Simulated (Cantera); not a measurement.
Input (Python, Cantera) and output of one run.

```python
import numpy as np
import cantera as ct

gas_names = [...]  # 123 gases of nasa_gas.yaml made of C, H, O, Si
cond_names = """
    C(gr) C6H6(L) C7H8(L) C8H18(L),n-octa H2O(s) H2O(L) Si(cr) Si(L) SiC(b) SiO2(Lqz) SiO2(hqz) SiO2(L)
""".split()


# ... load() reads the species with a 1 bar reference pressure and builds the phases ...
atoms = {
    'SiO2': {'Si': 1, 'O': 2},
    'C': {'C': 1},
    'H2': {'H': 2},
    'CO': {'C': 1, 'O': 1},
}
top_T = {'C(gr)': 4500, 'SiC(b)': 3050}  # K; cautious upper limits of use, not melting points


# ... equilibrate(T, P, feed) seeds the gas with the atoms and calls Mixture.equilibrate('TP', solver="vcs", rtol=1e-11, max_steps=5000) ...
results = []
feed = {'SiO2': 1, 'C': 1.3, 'H2': 7.8, 'CO': 4.6}  # mol
P = 410000  # Pa
for T in [1450, 1550, 1650, 1750, 1850, 1950, 2050]:
    mix = equilibrate(T, P, feed)
    results.append((T, P, feed, dict(zip(mix.species_names, mix.species_moles))))

top = {s: max(r[3][s] / sum(r[3][g] for g in gas_names) for r in results) for s in gas_names}
cols = sorted((s for s in top if top[s] > 0.001), key=lambda s: -top[s])[:5]
seen = [c for c in cond_names if any(r[3].get(c, 0) > 1e-12 for r in results)]
print("log10 of partial pressures in bar; condensed amounts in mol")
print(f"{'T/K':>10s}" + "".join(f"{s[:9]:>10s}" for s in cols + seen))
for T, P, feed, n in results:
    ng = sum(n[g] for g in gas_names)
    print(f"{T:10.4g}" + "".join(f"{np.log10(max(n[s] / ng * P / 1e5, 1e-99)):10.3f}" for s in cols)
          + "".join(f"{n.get(c, 0):10.4g}" for c in seen))
```

Output:

```
log10 of partial pressures in bar; condensed amounts in mol
       T/K        H2        CO       SiO       CH4       H2O     C(gr)    SiC(b) SiO2(hqz)   SiO2(L)
      1450     0.406     0.182    -6.995    -1.669    -2.015     1.272         0         1         0
      1550     0.408     0.182    -5.424    -1.876    -2.326     1.277         0         1         0
      1650     0.409     0.182    -4.049    -2.058    -2.600     1.281         0    0.9997         0
      1750     0.410     0.182    -2.844    -2.220    -2.842     1.281         0         0    0.9957
      1850     0.379     0.227    -1.872    -2.473    -2.996         0    0.4153         0    0.5411
      1950     0.372     0.224    -1.201    -2.897    -2.917         0    0.3635         0    0.4287
      2050     0.346     0.214    -0.617    -3.313    -2.880         0     0.151         0         0
```

These are equilibrium values from Cantera (NASA tables, ideal gas, pure condensed phases), not measurements of a reactor. Mutual solubility and eutectic melting of coexisting phases are not modelled. The tables hold silica as quartz up to 1696 K and as liquid above; real silica turns to tridymite and cristobalite and melts near 1996 K. Gases not in the tables: Si2H6 and higher silanes.
